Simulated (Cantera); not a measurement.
Charge: 1 mol Fe, 15 mol NH3, 2 mol H2, at 10.0 mbar.

Method: chemical equilibrium by Gibbs-energy minimisation in Cantera with the NASA 1993 tables (ideal gas, pure condensed phases). Candidate condensed phases: Fe; 10 gas species. The numbers say what is thermodynamically allowed, not how fast it happens.

Task: What share of the Fe ends up in condensed phases as a function of T (K), at 1548, 1598, 1648, 1698, 1748, 1798, 1848, 1898, 1948, 1998, 2048?

Result: 
```tsv
T (K)	Fe condensed (%)	as
1548	99.9	Fe(γ)
1598	99.7	Fe(γ)
1648	99.2	Fe(γ)
1698	98.0	Fe(δ)
1748	95.7	Fe(δ)
1798	90.8	Fe(δ)
1848	81.6	Fe(l)
1898	64.7	Fe(l)
1948	34.4	Fe(l)
1998	0.0	-
2048	0.0	-
```
